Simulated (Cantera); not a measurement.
Charge: 1 mol MgCO3, 2.5 mol H2O, 0.32 mol H2, equilibrated at 10.0 Pa.

Cantera equilibrium calculation (NASA polynomials, part measured and part estimated; ideal gas, pure solids and liquids). Candidate condensed phases: C, C6H6, C7H8, C8H18, H2O, Mg, MgCO3, MgO, Mg(OH)2; 116 gas species. Rates play no part.

x: gas mole fraction; n: condensed amount in mol.

```json
[
 {"T (°C)": "1177", "x H2O": "0.691", "x CO2": "0.225", "x CO": "0.0366", "x H2": "0.0471", "x O2": "1.93e-6", "x H": "0.000205", "x Mg": "1.79e-7", "x OH": "7.21e-5", "x O": "2.79e-7", "n MgO(s)": "1.000"},
 {"T (°C)": "1252", "x H2O": "0.693", "x CO2": "0.223", "x CO": "0.0388", "x H2": "0.0448", "x O2": "1.65e-5", "x H": "0.000501", "x Mg": "1.23e-6", "x OH": "0.000240", "x O": "2.30e-6", "n MgO(s)": "1.000"},
 {"T (°C)": "1327", "x H2O": "0.694", "x CO2": "0.221", "x CO": "0.0409", "x H2": "0.0428", "x O2": "0.000116", "x H": "0.00112", "x Mg": "6.98e-6", "x OH": "0.000714", "x O": "1.56e-5", "n MgO(s)": "1.000"},
 {"T (°C)": "1402", "x H2O": "0.692", "x CO2": "0.218", "x CO": "0.0432", "x H2": "0.0415", "x O2": "[?]", "x H": "[?]", "x Mg": "[?]", "x OH": "[?]", "x O": "[?]", "n MgO(s)": "1.000"},
 {"T (°C)": "1477", "x H2O": "0.685", "x CO2": "0.212", "x CO": "0.0471", "x H2": "0.0420", "x O2": "0.00296", "x H": "0.00477", "x Mg": "0.000154", "x OH": "0.00456", "x O": "0.000407", "n MgO(s)": "0.999"},
 {"T (°C)": "1552", "x H2O": "0.667", "x CO2": "0.201", "x CO": "0.0551", "x H2": "0.0466", "x O2": "0.00941", "x H": "0.00950", "x Mg": "0.000679", "x OH": "0.00951", "x O": "0.00149", "n MgO(s)": "0.997"},
 {"T (°C)": "1627", "x H2O": "0.630", "x CO2": "[?]", "x CO": "[?]", "x H2": "[?]", "x O2": "[?]", "x H": "[?]", "x Mg": "[?]", "x OH": "[?]", "x O": "[?]", "n MgO(s)": "0.988"},
 {"T (°C)": "1702", "x H2O": "0.568", "x CO2": "0.154", "x CO": "0.0826", "x H2": "0.0677", "x O2": "0.0399", "x H": "0.0356", "x Mg": "0.0126", "x OH": "0.0284", "x O": "0.0110", "n MgO(s)": "0.945"},
 {"T (°C)": "1777", "x H2O": "0.467", "x CO2": "0.119", "x CO": "0.0916", "x H2": "0.0753", "x O2": "0.0669", "x H": "0.0623", "x Mg": "0.0492", "x OH": "0.0422", "x O": "0.0252", "n MgO(s)": "0.762"}
]
```

Task: Some entries are withheld; supply them.

Result: 
- 1627, x CO2: 0.182
- 1627, x CO: 0.0678
- 1627, x H2: 0.0558
- 1627, x O2: 0.0216
- 1627, x H: 0.0188
- 1627, x Mg: 0.00299
- 1627, x OH: 0.0174
- 1627, x O: 0.00438
- 1402, x O2: 0.000663
- 1402, x H: 0.00236
- 1402, x Mg: 3.43e-5
- 1402, x OH: 0.00191
- 1402, x O: 8.80e-5
